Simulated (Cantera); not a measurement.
An isothermal, constant-pressure homogeneous reactor starts with 0.674 % CH₃OH, 0.258 % O₂, 99.1 % N₂, equivalence ratio 3.9, at 1225 K and 10.0 bar.

Model: GRI-Mech 3.0 (53 species, 325 reactions), integrated in Cantera. GRI-Mech 3.0 was tuned for natural gas; its chemistry of methanol as a main component is partial and can be far from experiment.

Task: Predict: x(O₂) at 2.00 s; x(CO) at 2.00 s.

Result: 
```json
{
 "x(O₂) at 2.00 s": "1.59e-8 (gas-phase equilibrium <1e-12)",
 "x(CO) at 2.00 s": "0.00627 (gas-phase equilibrium 0.00528)"
}
```
